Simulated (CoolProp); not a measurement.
Vapour-liquid equilibrium of R22 (1) + acetone (2) at 72.4 kPa; x and y are mole fractions of (1).

Computed with CoolProp (multi-fluid Helmholtz-energy mixture model, Kamei 1995 and Lemmon 2006; pair parameters Bell 2016).

| x | bubble temperature (K) | y at the bubble point | dew temperature at overall composition x (K) | liquid density (mol/L) |
|---|---|---|---|---|
| 0.05 | 297.7 | 0.594 | 318.3 | 13.58 |
| 0.125 | 282.4 | 0.809 | 316.2 | 13.99 |
| 0.2 | 274.2 | 0.881 | 313.8 | 14.27 |
| 0.275 | 268.1 | 0.920 | 311.4 | 14.52 |
| 0.35 | 262.7 | 0.947 | 308.7 | 14.77 |
| 0.425 | ? | 0.966 | 305.7 | 15.02 |
| 0.5 | 252.1 | 0.980 | 302.4 | ? |
| 0.575 | 246.8 | 0.989 | 298.7 | 15.54 |
| 0.65 | 241.7 | 0.995 | 294.5 | 15.79 |
| 0.725 | ? | 0.998 | 289.5 | 16.03 |
| 0.8 | 232.8 | 0.999 | 283.3 | 16.24 |
| 0.875 | ? | 1.000 | 275.0 | 16.40 |
| 0.95 | 226.6 | 1.000 | 261.9 | 16.51 |

Task: Fill in the missing entries.

Result: 
- 0.425, bubble temperature (K): 257.4
- 0.5, liquid density (mol/L): 15.28
- 0.725, bubble temperature (K): 237.0
- 0.875, bubble temperature (K): 229.3

No azeotrope shows between x = 0.05 and 0.95.

Pair parameters are fitted to limited data, so mixtures are less certain than the pure fluids. With so large a gap from Raoult's law the liquid may split in two, which this calculation doesn't test in full.
